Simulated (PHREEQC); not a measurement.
Dissolve 0.0014 mol/kgw CdBr2, 3.4e-05 mol/kgw TMAH, 5.4e-05 mol/kgw NaHF2 and 0.0001 mol/kgw NaF at 20 °C. Closed to the air; pH follows from the charge balance.

Computed with PHREEQC (ion-association model, wateq4f.dat).

Precipitation was switched off in this run.

### Question
Order these Cd species by the share of Cd that they hold, largest first: CdF+, CdBr+, Cd+2, CdBr2.

### Answer
Cd+2 (77 %), CdBr+ (22 %), CdBr2 (0.25 %), CdF+ (0.15 %)

The pH is 4.82 and the ionic strength 0.00377 mol/kgw. Complexes and solids missing from the database can't appear. (CH3)4N+ isn't in the database: it is added as a free cation with an ion size of 4 Å.
